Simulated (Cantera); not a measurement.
Cantera run:

```python
import numpy as np
import cantera as ct

gas_names = [...]  # 105 gases of nasa_gas.yaml made of C, H, N, Si
cond_names = """
    C(gr) C6H6(L) C7H8(L) C8H18(L),n-octa Si(cr) Si(L) SiC(b) Si3N4(a)
""".split()


# ... load() reads the species with a 1 bar reference pressure and builds the phases ...
atoms = {
    'Si3N4': {'Si': 3, 'N': 4},
    'C': {'C': 1},
    'H2': {'H': 2},
}
top_T = {'C(gr)': 4500, 'SiC(b)': 3050, 'Si3N4(a)': 2400}  # K; cautious upper limits of use, not melting points


# ... equilibrate(T, P, feed) seeds the gas with the atoms and calls Mixture.equilibrate('TP', solver="vcs", rtol=1e-11, max_steps=5000) ...
results = []
feed = {'Si3N4': 1, 'C': 0.011, 'H2': 0.015}  # mol
T = 2798  # K
for P in [1, 5.6, 32, 180, 1000, 5600, 32000, 180000, 1000000]:
    mix = equilibrate(T, P, feed)
    results.append((T, P, feed, dict(zip(mix.species_names, mix.species_moles))))

top = {s: max(r[3][s] / sum(r[3][g] for g in gas_names) for r in results) for s in gas_names}
cols = sorted((s for s in top if top[s] > 0.0001), key=lambda s: -top[s])[:7]
seen = [c for c in cond_names if any(r[3].get(c, 0) > 1e-12 for r in results)]
print("log10 of partial pressures in bar; condensed amounts in mol")
print(f"{'P/Pa':>10s}" + "".join(f"{s[:9]:>10s}" for s in cols + seen))
for T, P, feed, n in results:
    ng = sum(n[g] for g in gas_names)
    print(f"{P:10.4g}" + "".join(f"{np.log10(max(n[s] / ng * P / 1e5, 1e-99)):10.3f}" for s in cols)
          + "".join(f"{n.get(c, 0):10.4g}" for c in seen))
```

It prints:

```
log10 of partial pressures in bar; condensed amounts in mol
      P/Pa        N2        Si       Si2         H       SiN        H2      Si2C     Si(L)
         1    -5.402    -5.225   -10.396    -7.225    -9.097   -12.270   -11.776         0
       5.6    -4.654    -4.477    -8.899    -6.477    -7.975   -10.774    -9.666         0
        32    -3.897    -3.720    -7.386    -5.720    -6.839    -9.260    -7.724         0
       180    -3.146    -2.972    -5.888    -4.972    -5.715    -7.763    -6.094         0
      1000    -2.399    -2.232    -4.409    -4.236    -4.602    -6.291    -4.802         0
      5600    -1.642    -1.509    -2.963    -3.525    -3.501    -4.870    -3.910         0
   3.2e+04    -0.558    -1.460    -2.865    -2.642    -2.909    -3.103    -2.907     2.685
   1.8e+05     0.239    -1.460    -2.865    -2.154    -2.511    -2.127    -2.372     2.936
     1e+06     0.993    -1.460    -2.865    -1.763    -2.134    -1.346    -2.100     2.985
```

These are equilibrium values from Cantera (NASA tables, ideal gas, pure condensed phases), not measurements of a reactor. The tables' values for SiN are old estimates; treat these amounts as uncertain. Gases not in the tables: Si2H6 and higher silanes.
